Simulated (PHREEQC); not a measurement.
Make-up at 52 °C: 0.0077 mol/kgw NH4HSO4. Closed to the air; pH follows from the charge balance.

The numbers come from PHREEQC with the ion-association model, wateq4f.dat.

Each row changes one thing in this solution. This is a speciation only: nothing precipitates in the calculation.

```tsv
case	pH	ionic strength (mol/kgw)	SO4-2 (mol/kgw)	HSO4- (mol/kgw)	NH4SO4- (mol/kgw)	NH3 (mol/kgw)
as made	2.35	0.0172	0.00477	0.00266	0.000267	4.70e-9
NH4HSO4 from 0.0077 to 0.00847 mol/kgw	2.32	0.0187	0.00513	0.00303	0.000309	4.78e-9
diluted 5-fold with water	2.91	0.00411	0.00129	0.000235	1.89e-5	3.77e-9
0.012 mol/kgw LiBr added	2.34	0.0294	0.00484	0.00249	0.000239	4.52e-9
temperature from 52 to 80 °C	2.44	0.0154	0.00383	0.00366	0.000214	2.68e-8
diluted 2-fold with water	2.58	0.00940	0.00278	0.000986	8.87e-5	4.22e-9
```

At this temperature some constants are extrapolated from 25 °C, and those without enthalpy data are left unchanged.
